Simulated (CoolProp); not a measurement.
C3F8 (R218) along the isotherm 14.05 °C: fugacity coefficient from the reference equation and from simpler models built on Tc = 71.9 °C, pc = 26.40 bar, ω = 0.317; each cubic takes its own stable root.

The numbers come from the reference Helmholtz-energy equation of state, Lemmon 2006 in CoolProp. It is a short technical equation, of lower accuracy than the large ones.

```
p (bar)   phase  reference  van der Waals  Redlich-Kwong  Peng-Robinson
-------  ------  ---------  -------------  -------------  -------------
1.2         gas     0.9717         0.9792            [?]         0.9698
2.4         gas     0.9434         0.9584         0.9483         0.9400
3.6         gas     0.9148         0.9376         0.9226         0.9103
4.8         gas     0.8859         0.9168         0.8970         0.8808
6           gas     0.8566         0.8960         0.8715            [?]
7.2      liquid     0.7546         0.8751         0.8459         0.7500
8.4      liquid     0.6513         0.8540         0.8201         0.6471
9.6      liquid        [?]         0.8329         0.7330         0.5699
10.8     liquid     0.5135         0.8114         0.6567         0.5099
12       liquid     0.4653         0.7896            [?]            [?]
13.2     liquid     0.4259         0.7306         0.5458         0.4226
```

Task: Some entries are withheld; supply them.

Result: 
- 1.2, Redlich-Kwong: 0.9741
- 6, Peng-Robinson: 0.8515
- 9.6, reference: 0.5737
- 12, Redlich-Kwong: 0.5957
- 12, Peng-Robinson: 0.4619

At some of these states van der Waals, Redlich-Kwong gives the other phase, because its saturation line lies elsewhere.
